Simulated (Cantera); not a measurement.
A perfectly stirred reactor is fed with 51.5 % CH4, 48.5 % CO2, at 19.0 bar; it is held at 1325 K, and followed from long to short residence time.

Detailed kinetics in Cantera: GRI-Mech 3.0 (53 species, 325 reactions). The pressure lies above the range GRI-Mech 3.0 was tuned for (to about 10 atm).

### Question
Predict: x(CH4) at τ = 5.00 s; x(CO2) at τ = 5.00 s; x(H2) at τ = 5.00 s; x(C2H6) at τ = 5.00 s; x(CH4) at τ = 16.0 ms; x(CO2) at τ = 16.0 ms; x(H2) at τ = 16.0 ms; x(C2H6) at τ = 16.0 ms.

### Answer
| Property | Result |
|---|---|
| x(CH4) at τ = 5.00 s | 0.348 |
| x(CO2) at τ = 5.00 s | 0.346 |
| x(H2) at τ = 5.00 s | 0.0488 |
| x(C2H6) at τ = 5.00 s | 0.00154 |
| x(CH4) at τ = 16.0 ms | 0.515 |
| x(CO2) at τ = 16.0 ms | 0.484 |
| x(H2) at τ = 16.0 ms | 0.000496 |
| x(C2H6) at τ = 16.0 ms | 0.000258 |
